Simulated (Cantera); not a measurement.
An isothermal, constant-pressure homogeneous reactor starts with NO : N₂ = 1 : 0.71 (molar parts), at 1575 K and 225 Torr.

Detailed kinetics in Cantera: GRI-Mech 3.0 (53 species, 325 reactions).

Question: Predict: x(NO) at 10.0 s; x(NO₂) at 10.0 s; x(O) at 10.0 s; x(N₂O) at 10.0 s; x(N₂) at 10.0 s; x(O₂) at 10.0 s.

Answer: 
```
Property                                            Result
----------------  ----------------------------------------
x(NO) at 10.0 s      0.540 (gas-phase equilibrium 0.00194)
x(NO₂) at 10.0 s  0.000430 (gas-phase equilibrium 5.39e-6)
x(O) at 10.0 s     3.26e-6 (gas-phase equilibrium 1.06e-5)
x(N₂O) at 10.0 s   9.95e-5 (gas-phase equilibrium 6.06e-8)
x(N₂) at 10.0 s        0.437 (gas-phase equilibrium 0.707)
x(O₂) at 10.0 s       0.0220 (gas-phase equilibrium 0.291)
```
